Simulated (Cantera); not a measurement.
Input: 1 mol Cu, 1.1 mol F2, 46 mol N2, held at 1.10 Pa.

These are equilibrium values from Cantera (NASA tables, ideal gas, pure condensed phases), not measurements of a reactor. Candidate condensed phases: Cu, CuF2; 11 gas species. Equilibrium is a limit: real reactors are often held back by kinetics, nucleation or transport.

x: gas mole fraction; n: condensed amount in mol.

| T (K) | x N2 | x F | x CuF2 | x CuF | x Cu | x F2 | n CuF2(s) |
|---|---|---|---|---|---|---|---|
| 723 | 0.996 | 0.00425 | 7.57e-6 | <1e-12 | <1e-12 | 3.93e-5 | 1.000 |
| 823 | 0.994 | 0.00432 | 0.00146 | 3.85e-11 | <1e-12 | 1.49e-6 | 0.933 |
| 923 | 0.975 | 0.00424 | 0.0212 | 1.17e-7 | <1e-12 | 1.07e-7 | 0 |
| 1023 | 0.975 | 0.00425 | 0.0212 | (withheld) | <1e-12 | (withheld) | 0 |
| 1123 | 0.974 | 0.00450 | 0.0209 | (withheld) | (withheld) | (withheld) | 0 |
| 1223 | 0.972 | 0.00707 | 0.0183 | 0.00284 | 4.20e-9 | 1.52e-9 | 0 |
| 1323 | 0.965 | 0.0143 | 0.0108 | 0.0101 | 1.88e-7 | 1.82e-9 | 0 |
| 1423 | 0.957 | 0.0217 | 0.00328 | 0.0175 | 3.46e-6 | 1.44e-9 | 0 |
| 1523 | 0.955 | 0.0243 | 0.000648 | 0.0201 | 3.98e-5 | 7.14e-10 | 0 |

Question: Some entries are withheld; supply them.

Answer: 
- 1023, x CuF: 8.48e-6
- 1023, x F2: 1.32e-8
- 1123, x CuF: 0.000268
- 1123, x Cu: 1.38e-11
- 1123, x F2: 2.63e-9
